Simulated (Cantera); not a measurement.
## Diamond growth

A diamond (100) surface in a fixed gas of H2 with x(CH4) = 0.0058, x(H) = 0.0012, at 1000 K, 0.0237 atm; coverages are run to steady state.

Computed with Cantera and the Harris–Goodwin 1993 mechanism for the reconstructed diamond (100) surface.

```tsv
x(CH3)	growth (µm/h)	θ c6HH	θ c6H*	θ c6*H	θ c6**	θ c6HM
1e-06	0.00941	0.600	0.0182	0.373	0.00918	0.000334
2.3e-06	0.0216	0.599	0.0182	0.372	0.00917	0.000768
5.1e-06	0.0479	0.598	0.0182	0.372	0.00915	0.00170
1.2e-05	0.112	0.597	0.0181	0.371	0.00911	0.00399
2.6e-05	0.241	0.593	0.0180	0.368	0.00903	0.00857
6e-05	0.547	0.584	0.0177	0.363	0.00883	0.0194
0.00014	1.23	0.565	0.0171	0.350	0.00839	0.0436
0.00031	2.51	0.528	0.0159	0.326	0.00758	0.0890
0.00069	4.76	0.463	0.0139	0.284	0.00617	0.169
```
θ: site fractions in the mechanism's names (c6HH fully hydrogenated, c6H* and c6*H radical sites, c6** diradical, c6HM methylated).
